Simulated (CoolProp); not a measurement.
Vapour-liquid equilibrium of propane (1) + n-perfluorobutane (2) at -15.15 °C; x and y are mole fractions of (1).

Model: multi-fluid Helmholtz-energy mixture model, Lemmon 2009 and Gao 2022; pair parameters Bell 2016, in CoolProp.

Task: Give the bubble pressure and the first vapour's composition at x = 0.55, 0.75, 0.85. Is there an azeotrope?

Result: x = 0.55: 2.676 bar, y = 0.835; x = 0.75: 2.803 bar, y = 0.864; x = 0.85: 2.868 bar, y = 0.894. No azeotrope shows between x = 0.05 and 0.95.

Pair parameters are fitted to limited data, so mixtures are less certain than the pure fluids. With so large a gap from Raoult's law the liquid may split in two, which this calculation doesn't test in full.
